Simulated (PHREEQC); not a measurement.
A made-up water analysis in mmol/kgw, 95 °C, pH 6.53, pe 11.8:

| constituent | mmol/kgw |
|---|---|
| Na | 347 |
| K | 0.507 |
| Ca | 49.3 |
| Mg | 26 |
| Cl | 513 |
| S(6) | 2.24 |
| Alkalinity (meq/kgw) | 0.051 |
| Si | 0.805 |
| O(0) (counted as O atoms) | 0.52 |

Valence states are taken as typed.

The numbers come from PHREEQC with the ion-association model, wateq4f.dat.

```json
[
 {"quantity": "MgSO4 (mol/kgw)", "before": "0.000686", "after": "0.000483"},
 {"quantity": "CaSO4 (mol/kgw)", "before": "0.000385", "after": "0.000440"},
 {"quantity": "HCO3- (mol/kgw)", "before": "1.80e-5", "after": "3.43e-5"},
 {"quantity": "MgOH+ (mol/kgw)", "before": "1.78e-5", "after": "1.39e-6"},
 {"quantity": "CO2 (mol/kgw)", "before": "7.73e-6", "after": "1.17e-5"},
 {"quantity": "H3SiO4- (mol/kgw)", "before": "3.83e-6", "after": "1.75e-6"},
 {"quantity": "SI of Quartz (SiO2)", "before": "+0.12", "after": "+0.56"}
]
```

What was changed between the two runs?
(A) temperature from 95 to 55 °C at the same typed pH
(B) Alkalinity from 0.051 to 0.102 mmol/kgw
(C) pH from 6.53 to 6.23 at the same alkalinity

A, temperature from 95 to 55 °C at the same typed pH

Precipitation was switched off in this run. Some of these states are supersaturated (in Quartz (slow to form), Chalcedony (slow to form), for instance). Away from 25 °C the constants follow the database's enthalpies or fits; those with neither stay at their 25 °C values.
